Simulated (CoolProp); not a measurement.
A single-stage vapour-compression cycle with R227EA: evaporating at 287.15 K (dew point), condensing at 315.15 K (bubble point), superheat 2 K, subcooling 2 K, compressor efficiency 0.8, no pressure losses. Each further row changes one setting.

Computed with CoolProp (reference Helmholtz-energy equation of state, Lemmon 2016).

| case | cooling COP | pressure ratio | discharge temperature (K) | refrigerating effect (kJ/kg) | volumetric capacity (kJ/m³) |
|---|---|---|---|---|---|
| as stated | 6.80 | 2.32 | 315.1 | 88.3 | 2240 |
| evaporating temperature 292.15 K | 8.71 | 1.97 | 315.1 | 91.5 | 2720 |
| condensing temperature 310.15 K | 8.65 | 2.02 | 310.1 | 94.4 | 2390 |
| subcooling 7 K | 7.28 | 2.32 | 315.1 | 94.4 | 2390 |
| superheat 12 K | 7.03 | 2.32 | 322.3 | 96.9 | 2330 |
| compressor efficiency 0.7 | 5.95 | 2.32 | 315.1 | 88.3 | 2240 |

The compression ends wet for: as stated; evaporating temperature 292.15 K; condensing temperature 310.15 K; subcooling 7 K; compressor efficiency 0.7.
